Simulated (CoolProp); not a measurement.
The fluid at 259.15 K and 0.264 MPa flows at 0.27 m/s in a round tube of 20 mm bore and 0.25 µm roughness, fully developed (64/Re and Nu = 3.66 if laminar; Colebrook and Gnielinski if turbulent). The same conditions are run with several fluids, on thermodynamics alone (safety and materials aside).

Model: reference Helmholtz-energy equation of state of each fluid (n-heptane: Span 2003; ethanol: Schroeder 2014; R11: Jacobsen 1992; R227EA: Lemmon 2016; isobutane: Bücker 2006), in CoolProp.

Q: Rank n-heptane, ethanol, R11, R227EA, isobutane by Reynolds number, highest first.

A: R227EA (20500), isobutane (13700), R11 (12700), n-heptane (6090), ethanol (1750)

| fluid | Darcy friction factor | pressure drop (Pa/m) | heat-transfer coefficient (W/(m² K)) | mass flow (kg/h) |
|---|---|---|---|---|
| n-heptane | 0.0354 | 45.9 | 369 | 217 |
| ethanol | 0.0365 | 54.4 | 31.6 | 250 |
| R11 | 0.0291 | 82.9 | 446 | 478 |
| R227EA | 0.0258 | 72.1 | 504 | 469 |
| isobutane | 0.0285 | 30.9 | 479 | 182 |

Transport values come from each fluid's own correlations; those of R11, R227EA are estimates that may be off by 10 % or more.
